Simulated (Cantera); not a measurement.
# Gas-phase reforming

A perfectly stirred reactor is fed with CH4 : CO2 : H2 = 1 : 3.8 : 0.41 (molar parts), at 0.970 bar; it is held at 1750 K, and followed from long to short residence time.

Detailed kinetics in Cantera: GRI-Mech 3.0 (53 species, 325 reactions).

| τ (s) | x CH4 | x CO2 | x H2 | x C2H2 | x CO |
|---|---|---|---|---|---|
| 0.34 | 0.0126 | 0.248 | 0.104 | 0.0160 | 0.411 |
| 0.20 | 0.0162 | 0.272 | 0.0950 | 0.0229 | 0.384 |
| 0.12 | 0.0205 | 0.300 | 0.0867 | 0.0301 | 0.352 |
| 0.073 | 0.0262 | 0.333 | 0.0801 | 0.0369 | 0.316 |
| 0.044 | 0.0342 | 0.373 | 0.0763 | 0.0424 | 0.276 |
| 0.026 | 0.0461 | 0.420 | 0.0766 | 0.0452 | 0.230 |
| 0.016 | 0.0611 | 0.470 | 0.0809 | 0.0440 | 0.187 |
| 0.0095 | 0.0814 | 0.527 | 0.0884 | 0.0388 | 0.140 |
| 0.0057 | 0.104 | 0.582 | 0.0950 | 0.0311 | 0.0975 |
x: mole fraction; the columns are a selection and need not sum to one.
